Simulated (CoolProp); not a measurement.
A closed Brayton cycle with carbon dioxide: compressor inlet 323.15 K and 7.8 MPa, high pressure 20.2 MPa, turbine inlet 725 K, compressor efficiency 0.85, turbine efficiency 0.93, recuperator effectiveness 0.95 (on enthalpy, no pinch check). Each further row changes one setting.

Model: reference Helmholtz-energy equation of state, Span 1996, in CoolProp.

```csv
case,thermal efficiency (%),net work (kJ/kg),compressor to turbine work,compressor exit (K),turbine exit (K)
as stated,32.0,62.1,0.44,404.1,616.6
turbine inlet 675 K,29.0,52.9,0.48,404.1,570.8
compressor inlet 333.15 K,30.4,56.2,0.49,419.3,616.6
high pressure 17.2 MPa,31.8,54.4,0.42,390.0,634.5
recuperator effectiveness 0.5,20.5,62.1,0.44,404.1,616.6
```
